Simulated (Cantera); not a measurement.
Feed: 1 mol Cr, 0.21 mol H2O, a varied amount of N2, at 2125 K and 660 Torr.

Equilibrium computed with Cantera from the NASA thermochemical tables; the gas is ideal and each condensed phase is pure. Candidate condensed phases: Cr, CrN, Cr2N, Cr2O3, H2O; 29 gas species. Mutual solubility and eutectic melting of coexisting phases are not modelled. Rates play no part.

At 1.6 mol N2, list the 6 most abundant gas species with their mole fractions, and the condensed phases.

N2 0.879, H2 0.112, Cr 0.00484, H2O 0.00260, H 0.00130, CrO 8.65e-5. Condensed: Cr(s) + Cr2O3(s).
